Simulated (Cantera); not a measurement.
Charge: 1 mol CH3SiH3, 57 mol H2, at 128 Torr.

Cantera equilibrium calculation (NASA polynomials, part measured and part estimated; ideal gas, pure solids and liquids). Candidate condensed phases: C, C6H6, C7H8, C8H18, Si, SiC; 87 gas species. The feed counts by its element totals alone. Gases not in the tables: Si2H6 and higher silanes. Kinetics and transport are ignored.

Question: At 2323 K, list the 6 most abundant gas species with their mole fractions, and the condensed phases.

Answer: H2 0.970, H 0.0260, Si 0.00199, C2H2 (acetylene) 0.00125, SiH 0.000285, Si2C 0.000173. Condensed: SiC(s).
